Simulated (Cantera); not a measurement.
## Thermodynamics of nitride etching, feed Si₃N₄ + H₂

Input: 1 mol Si₃N₄, 110 mol H₂, held at 67.0 Pa.

These are equilibrium values from Cantera (NASA tables, ideal gas, pure condensed phases), not measurements of a reactor. Candidate condensed phases: Si, Si₃N₄; 18 gas species. Mutual solubility and eutectic melting of coexisting phases are not modelled. The tables' values for SiN are old estimates; treat these amounts as uncertain. Gases not in the tables: Si₂H₆ and higher silanes. Rates play no part.

| T (K) | log p H₂ | log p H | log p Si | log p N₂ | log p SiH | log p Si₂ | log p SiH₂ | n Si₃N₄(s) | n Si(s) | n Si(l) |
|---|---|---|---|---|---|---|---|---|---|---|
| 1075 | -3.17 | -9.42 | -14.12 | -9.43 | -14.14 | <-15 | -12.32 | 1.000 | 0 | 0 |
| 1175 | -3.17 | -8.50 | -12.27 | -7.89 | -12.61 | <-15 | -11.32 | 0.999 | 0.00318 | 0 |
| 1275 | -3.17 | -7.72 | -10.71 | -6.60 | -11.32 | -14.43 | -10.48 | 0.979 | 0.0626 | 0 |
| 1375 | -3.18 | -7.05 | -9.39 | -5.49 | -10.22 | -12.70 | -9.76 | 0.734 | 0.797 | 0 |
| 1475 | -3.18 | -6.48 | -8.24 | -4.92 | -9.28 | -11.21 | -9.15 | 0 | 3.00 | 0 |
| 1575 | -3.18 | -5.97 | -7.24 | -4.92 | -8.45 | -9.91 | -8.61 | 0 | 2.99 | 0 |
| 1675 | -3.18 | -5.53 | -6.36 | -4.92 | -7.73 | -8.77 | -8.13 | 0 | 2.92 | 0 |
| 1775 | -3.19 | -5.13 | -5.66 | -4.93 | -7.16 | -7.91 | -7.79 | 0 | 0 | 2.61 |
| 1875 | -3.20 | -4.78 | -5.04 | -4.93 | -6.68 | -7.17 | -7.50 | 0 | 0 | 1.36 |
| 1975 | -3.22 | -4.47 | -4.78 | -4.94 | -6.53 | -7.09 | -7.54 | 0 | 0 | 0 |
| 2075 | -3.24 | -4.19 | -4.79 | -4.96 | -6.65 | -7.49 | -7.83 | 0 | 0 | 0 |
log p: log10 of the partial pressure in bar; n: condensed amount in mol.

At 1075 K the condensed part is Si₃N₄(s). From 1175 K to 1375 K the condensed part is Si(s) + Si₃N₄(s). From 1475 K to 1675 K the condensed part is Si(s). From 1775 K to 1875 K the condensed part is Si(l). From 1975 K to 2075 K nothing is condensed.
